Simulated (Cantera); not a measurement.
**Equilibrium for carbothermic reduction: Fe₃O₄ + C + CO + CH₄**

Input: 1 mol Fe₃O₄, 1.3 mol C, 0.16 mol CO, 3.3 mol CH₄, held at 1 atm.

These are equilibrium values from Cantera (NASA tables, ideal gas, pure condensed phases), not measurements of a reactor. Candidate condensed phases: C, C₆H₆, C₇H₈, C₈H₁₈, Fe, Fe(CO)₅, FeO, Fe(OH)₂, Fe(OH)₃, Fe₂O₃, Fe₃O₄, H₂O; 114 gas species. Iron dissolves carbon and melts from about 1420 K in contact with it, which pure phases cannot show. Condensed phases not in the tables: cementite and carbon dissolved in iron. The numbers say what is thermodynamically allowed, not how fast it happens.

At 1148 K the condensed part is C(graphite) + Fe(α). From 1248 K to 1648 K the condensed part is C(graphite) + Fe(γ). At 1748 K the condensed part is C(graphite) + Fe(δ). From 1848 K to 2348 K the condensed part is C(graphite) + Fe(l).

```tsv
T (K)	log p H₂	log p CO	log p H₂O	log p Fe	n C(graphite)	n Fe(α)	n Fe(γ)	n Fe(δ)	n Fe(l)
1148	-0.22	-0.42	-1.96	-11.10	0.684	3.00	0	0	0
1248	-0.21	-0.41	-2.43	-9.63	0.610	0	3.00	0	0
1348	-0.21	-0.41	-2.85	-8.39	0.596	0	3.00	0	0
1448	-0.21	-0.41	-3.21	-7.32	0.595	0	3.00	0	0
1548	-0.21	-0.41	-3.53	-6.39	0.595	0	3.00	0	0
1648	-0.21	-0.41	-3.80	-5.58	0.596	0	3.00	0	0
1748	-0.21	-0.41	-4.04	-4.87	0.596	0	0	3.00	0
1848	-0.21	-0.41	-4.26	-4.24	0.595	0	0	0	3.00
1948	-0.21	-0.41	-4.45	-3.70	0.591	0	0	0	3.00
2048	-0.21	-0.41	-4.63	-3.21	0.585	0	0	0	2.99
2148	-0.21	-0.41	-4.79	-2.77	0.574	0	0	0	2.98
2248	-0.21	-0.41	-4.93	-2.37	0.555	0	0	0	2.95
2348	-0.22	-0.41	-5.07	-2.01	0.527	0	0	0	2.89
```
log p: log10 of the partial pressure in bar; n: condensed amount in mol.
